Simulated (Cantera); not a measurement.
An isothermal, constant-pressure homogeneous reactor starts with CH₄ : N₂ = 1 : 14 (molar parts), at 1475 K and 20.0 Torr. Integrator tolerance rtol = 1e-08.

Cantera simulation using GRI-Mech 3.0 (53 species, 325 reactions); the numbers are that mechanism's predictions, not measurements. GRI-Mech 3.0 stops at C3 and has no aromatics, soot or wall deposition, so with more carbon than oxygen in the feed, carbon stays in small species such as C2H2 where larger ones or solid carbon would form. Radical loss at walls, strong at low pressure, is not modelled.

```json
[
 {"quantity": "x(CH₄) at 100 s", "before": "0.00290 (gas-phase equilibrium 8.28e-5)", "after": "0.000741 (gas-phase equilibrium 3.65e-6)"},
 {"quantity": "x(C₂H₂) at 100 s", "before": "0.0299 (gas-phase equilibrium 0.00947)", "after": "0.00796 (gas-phase equilibrium 0.000967)"},
 {"quantity": "x(CH₂) at 100 s", "before": "2.48e-9 (gas-phase equilibrium 9.15e-11)", "after": "2.42e-9 (gas-phase equilibrium 1.51e-11)"},
 {"quantity": "x(C₂H) at 100 s", "before": "1.11e-8 (gas-phase equilibrium 3.98e-9)", "after": "5.79e-9 (gas-phase equilibrium 7.87e-10)"},
 {"quantity": "x(H) at 100 s", "before": "2.07e-5 (gas-phase equilibrium 2.45e-5)", "after": "1.08e-5 (gas-phase equilibrium 1.26e-5)"},
 {"quantity": "x(HCN) at 100 s", "before": "2.16e-7 (gas-phase equilibrium 0.0435)", "after": "5.64e-7 (gas-phase equilibrium 0.0147)"}
]
```

### Question
Name the change that produced these shifts.
A. N2 14 to 58 parts
B. pressure from 20.0 Torr to 9.00 Torr
C. temperature 1475 to 1848 K
D. temperature 1475 to 1150 K

### Answer
A, N2 14 to 58 parts
